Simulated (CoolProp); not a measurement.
Saturation properties of n-perfluorobutane.

Values from CoolProp's reference Helmholtz-energy equation of state, Gao 2022.

```tsv
T (°C)	p (MPa)	liquid density (kg/m³)	vapour density (kg/m³)	enthalpy of vaporisation (kJ/kg)	liquid cp (kJ/(kg K))
-9.85	0.07314	1624	8.262	100.1	1.094
-3.35	0.09605	1601	10.68	98.03	1.103
3.05	0.1237	1578	13.57	95.91	1.112
9.55	0.1577	1554	17.11	93.70	1.121
15.95	0.1978	1530	21.25	91.45	1.131
22.45	0.2461	1505	26.24	89.08	1.141
28.85	0.3018	1480	32.04	86.65	1.153
35.35	0.3677	1454	38.94	84.07	1.165
41.75	0.4426	1427	46.90	81.40	1.179
48.25	0.5299	1398	56.35	78.52	1.195
```

It boils at -2.0 °C under 1 atm.
